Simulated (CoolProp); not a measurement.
Vapour pressure (MPa) of p-xylene: the reference equation beside estimates from Tc = 343.0 °C, pc = 3.532 MPa, ω = 0.324.

Model: reference Helmholtz-energy equation of state, Zhou 2012, in CoolProp.

```csv
T (°C),reference,van der Waals,Peng-Robinson
35.45,0.002096,0.09925,0.002108
39.35,0.002568,0.1080,0.002579
43.25,(withheld),0.1173,(withheld)
47.15,0.003790,0.1271,0.003793
51.05,0.004566,0.1375,0.004564
54.85,0.005447,0.1482,0.005438
58.75,0.006495,0.1598,0.006478
62.65,0.007708,0.1720,0.007681
66.55,0.009104,(withheld),0.009065
```

Problem. What belongs in the gaps?

Solution. 
- 43.25, reference: 0.003129
- 43.25, Peng-Robinson: 0.003136
- 66.55, van der Waals: 0.1849

Absolute difference from the reference over all 9 rows, mean and median: van der Waals 3066.5 and 2911.4 %, Peng-Robinson 0.3 and 0.3 %.
